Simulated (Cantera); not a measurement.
# Equilibrium for carbothermic reduction: MgO + CH4 + H2

Feed: 1 mol MgO, 0.52 mol CH4, 4.3 mol H2, at 2373 K and 3.80 bar.

Method: chemical equilibrium by Gibbs-energy minimisation in Cantera with the NASA 1993 tables (ideal gas, pure condensed phases). Candidate condensed phases: C, C6H6, C7H8, C8H18, H2O, Mg, MgCO3, MgO, Mg(OH)2; 116 gas species. The tables' values for MgH are old estimates; treat these amounts as uncertain. Rates play no part.

| Property | Value |
|---|---|
| x(H2) | 0.824 |
| x(Mg) | 0.0819 |
| x(CO) | 0.0810 |
| x(H) | 0.00650 |
| x(H2O) | 0.00350 |
| x(MgH) | 0.00273 |
| x(MgOH) | 0.000225 |
| x(CO2) | 5.90e-5 |
| x(OH) | 4.90e-6 |
| n(MgO(s)) | 0.456 mol |
| gas amount | 6.416 mol |
| log10 activity of Mg(l) (absent) | -2.50 |
| log10 activity of C(graphite) (absent) | -2.61 |
